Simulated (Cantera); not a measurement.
What does this Cantera script print?

```python
import numpy as np
import cantera as ct

gas_names = """
    H H2 Hg
""".split()
cond_names = """
    Hg(cr) Hg(L)
""".split()


# ... load() reads the species with a 1 bar reference pressure and builds the phases ...
atoms = {
    'Hg': {'Hg': 1},
    'H2': {'H': 2},
}
top_T = {}  # K; cautious upper limits of use, not melting points


# ... equilibrate(T, P, feed) seeds the gas with the atoms and calls Mixture.equilibrate('TP', solver="vcs", rtol=1e-11, max_steps=5000) ...
results = []
feed = {'Hg': 1, 'H2': 86}  # mol
T = 950  # K
P = 100000  # Pa
mix = equilibrate(T, P, feed)
results.append((T, P, feed, dict(zip(mix.species_names, mix.species_moles))))
print(gas.report(threshold=0.001))
for i in range(1, mix.n_phases):
    print(f"{mix.phase(i).name:16s} {mix.phase_moles(i):12.5e} mol")
```

It prints:

```
       temperature   950 K
          pressure   1e+05 Pa
           density   0.05442 kg/m^3
  mean mol. weight   4.2985 kg/kmol
   phase of matter   gas

                          1 kg             1 kmol
                     ---------------   ---------------
          enthalpy         4.611e+06         1.982e+07  J
   internal energy        2.7734e+06        1.1921e+07  J
           entropy             38527        1.6561e+05  J/K
    Gibbs function       -3.1989e+07       -1.3751e+08  J
 heat capacity c_p            6979.5             30001  J/K
 heat capacity c_v            5045.2             21687  J/K

                      mass frac. Y      mole frac. X     chem. pot. / RT
                     ---------------   ---------------   ---------------
                H2           0.46361           0.98851           -17.391
                Hg           0.53639          0.011494           -18.921
     [   +1 minor]        1.2971e-10        5.5314e-10

Hg(L)             0.00000e+00 mol
```

These are equilibrium values from Cantera (NASA tables, ideal gas, pure condensed phases), not measurements of a reactor.
